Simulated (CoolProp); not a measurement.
CH2F2 (R32) along the isobar 4.76 MPa: density (kg/m³) from the reference equation and from simpler models built on Tc = 351.3 K, pc = 5.783 MPa, ω = 0.277; each cubic takes its own stable root.

Computed with CoolProp (reference Helmholtz-energy equation of state, Tillner-Roth 1997).

```
T (K)   phase  reference
-----  ------  ---------
177.8  liquid       1333
190.4  liquid       1301
203    liquid       1269
215.7  liquid       1236
228.3  liquid       1203
240.9  liquid       1168
253.5  liquid       1131
266.1  liquid       1092
278.7  liquid       1051
```

How far does each simpler model (van der Waals, Soave-Redlich-Kwong, Peng-Robinson) lie from the reference over these 9 states: mean and median of the absolute difference, and the worst?


- van der Waals: mean 48.0 %, median 48.0 %, worst -48.9 % at 177.8 K and 4.76 MPa
- Soave-Redlich-Kwong: mean 22.2 %, median 22.0 %, worst -23.0 % at 177.8 K and 4.76 MPa
- Peng-Robinson: mean 12.2 %, median 12.1 %, worst -13.4 % at 177.8 K and 4.76 MPa
